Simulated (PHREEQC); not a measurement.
A PHREEQC speciation (ion-association model, wateq4f.dat) at 86 °C gives pH 10.09 and these molalities:

```tsv
species	mol/kgw
K+	0.259
Na+	0.0895
HPO4-2	0.0803
SO4-2	0.0503
KSO4-	0.0347
PO4-3	0.0105
KHPO4-	0.00664
OH-	0.00637
NaSO4-	0.00539
NaHPO4-	0.00254
H2PO4-	2.16e-5
```

Problem. What are the element totals, and what could have been dissolved in 1 kg of water to give them?

Solution. Several could match; the one computed here: totals K 0.300, Na 0.0974, P 0.100, S(6) 0.0904 mol/kgw, from 83 mmol/kgw NaHSO4, 7.2 mmol/kgw Na2SO4, 0.19 mmol/kgw KHSO4 and 100 mmol/kgw K3PO4.

Precipitation was switched off in this run. H3PO4, which wateq4f.dat lacks, is added to it with the constant of phreeqc.dat. Constants without temperature data keep their 25 °C values here.
